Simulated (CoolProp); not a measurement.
Model: reference Helmholtz-energy equation of state, Thol 2019, in CoolProp.

For n-pentane, give the phase and the cp (kJ/(kg K)), isothermal compressibility (1/MPa), conductivity (mW/(m K)), fugacity coefficient at 541.5 K and 0.947 MPa; 541.5 K and 1.26 MPa; 541.5 K and 2.21 MPa.


- 541.5 K and 0.947 MPa: gas; cp 2.75, isothermal compressibility 1.13, conductivity 47.0, fugacity coefficient 0.942
- 541.5 K and 1.26 MPa: gas; cp 2.77, isothermal compressibility 0.867, conductivity 47.4, fugacity coefficient 0.923
- 541.5 K and 2.21 MPa: gas; cp 2.86, isothermal compressibility 0.536, conductivity 49.0, fugacity coefficient 0.868

Thermal conductivity comes from a separate model (Vassiliou 2015).
